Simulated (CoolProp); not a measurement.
Vapour-liquid equilibrium of carbon dioxide (1) + R134a (2) at -7.25 °C; x and y are mole fractions of (1).

Computed with CoolProp (multi-fluid Helmholtz-energy mixture model, Span 1996 and Tillner-Roth 1994; pair parameters Bell 2016).

Problem. Give the bubble pressure and the first vapour's composition at x = 0.2, 0.5, 0.95. Is there an azeotrope?

Solution. x = 0.2: 0.6591 MPa, y = 0.701; x = 0.5: 1.433 MPa, y = 0.897; x = 0.95: 2.694 MPa, y = 0.991. No azeotrope shows between x = 0.05 and 0.95.

The pair parameters rest on a limited set of measurements; away from them the model extrapolates.
